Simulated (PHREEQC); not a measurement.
0.036 g of hydrous ferric oxide (600 m²/g; 0.2 weak and 0.005 strong sites per Fe, Dzombak-Morel constants, diffuse double layer) in 1 kg of water with 0.01 mol/kgw of an inert sodium salt and 8.7e-06 mol/kgw NiCl2, at 25 °C; the pH is set by adding NaOH or the inert anion's acid. O2 is buffered at 0.21 atm. The system is closed to CO2. No solid was allowed to form.

The series has 17 steps of pH, from 4 to 10.

Computed with PHREEQC (ion-association model, wateq4f.dat).

Question: Near which pH is half of the Ni sorbed, and on which side is more sorbed?

Answer: Near pH 7.4, with more sorbed at higher pH.
